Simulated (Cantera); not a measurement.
A closed system holds: 1 mol SiHCl₃, 0.022 mol Cl₂, 710 mol H₂, equilibrated at 998.15 K and 6.30 mbar.

Cantera equilibrium calculation (NASA polynomials, part measured and part estimated; ideal gas, pure solids and liquids). Candidate condensed phases: Si; 19 gas species. The numbers say what is thermodynamically allowed, not how fast it happens.

Base state: H₂ 0.996, HCl 0.00412, SiCl₂ 2.89e-5, SiHCl₃ 1.53e-5 (mole fractions); condensed: Si(s).

Task: What changes in the equilibrium state with this change: SiHCl₃ replaced by Si₃H₈?

Result: 
| species | before | after |
|---|---|---|
| H₂ | 0.996 | 1.000 |
| HCl | 0.00412 | 6.16e-5 |
| SiCl₂ | 2.89e-5 | 6.43e-9 |
| SiHCl₃ | 1.53e-5 | <1e-9 |
| Si(s), mol | 0.958 | 3.00 |
The feed counts by its element totals alone.
